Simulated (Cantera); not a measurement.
A closed system holds: 1 mol Fe, 0.02 mol H2S, 1.7 mol H2, equilibrated at 35000 Pa.

Equilibrium computed with Cantera from the NASA thermochemical tables; the gas is ideal and each condensed phase is pure. Candidate condensed phases: Fe, FeS, FeS2, S; 8 gas species. Metal and sulfide melt together well below either melting point, which pure phases cannot show. Mutual solubility and eutectic melting of coexisting phases are not modelled. FeS: taken at fixed stoichiometry. Gases not in the tables: S3 to S7. Kinetics and transport are ignored.

x: gas mole fraction; n: condensed amount in mol.

| T (K) | x H2 | x H2S | x SH | x H | x S2 | n Fe(α) | n FeS(s) | n Fe(γ) | n Fe(δ) |
|---|---|---|---|---|---|---|---|---|---|
| 1123 | 0.997 | 0.00265 | 2.37e-7 | 7.19e-8 | 1.17e-8 | 0.985 | 0.0154 | 0 | 0 |
| 1173 | 0.996 | 0.00360 | 6.83e-7 | 1.99e-7 | 4.95e-8 | 0.986 | 0.0138 | 0 | 0 |
| 1223 | 0.995 | [?] | [?] | [?] | [?] | 0 | [?] | 0.988 | 0 |
| 1273 | 0.994 | 0.00619 | 4.43e-6 | 1.20e-6 | 6.30e-7 | 0 | 0.00934 | 0.991 | 0 |
| 1323 | 0.992 | 0.00784 | 1.01e-5 | 2.67e-6 | 1.94e-6 | 0 | 0.00649 | 0.994 | 0 |
| 1373 | 0.990 | 0.00973 | 2.17e-5 | 5.60e-6 | 5.45e-6 | 0 | 0.00320 | 0.997 | 0 |
| 1423 | 0.988 | 0.0116 | [?] | [?] | [?] | 0 | 0 | 1.00 | 0 |
| 1473 | 0.988 | 0.0115 | 6.85e-5 | 2.13e-5 | 2.25e-5 | 0 | 0 | 1.00 | 0 |
| 1523 | 0.988 | 0.0114 | 0.000106 | 3.88e-5 | 3.62e-5 | 0 | 0 | 1.000 | 0 |
| 1573 | 0.988 | 0.0114 | 0.000159 | 6.83e-5 | 5.61e-5 | 0 | 0 | 1.000 | 0 |
| 1623 | 0.988 | 0.0112 | 0.000232 | 0.000116 | 8.40e-5 | 0 | 0 | 1.000 | 0 |
| 1673 | 0.988 | 0.0110 | 0.000328 | 0.000191 | 0.000122 | 0 | 0 | 0 | 1.000 |
| 1723 | 0.988 | 0.0108 | 0.000454 | 0.000306 | 0.000170 | 0 | 0 | 0 | 1.000 |
| 1773 | 0.988 | 0.0105 | 0.000611 | 0.000478 | 0.000231 | 0 | 0 | 0 | 1.000 |

Complete the blanks.


- 1223, x H2S: 0.00478
- 1223, x SH: 1.81e-6
- 1223, x H: 5.07e-7
- 1223, x S2: 1.86e-7
- 1223, n FeS(s): 0.0118
- 1423, x SH: 4.28e-5
- 1423, x H: 1.12e-5
- 1423, x S2: 1.35e-5
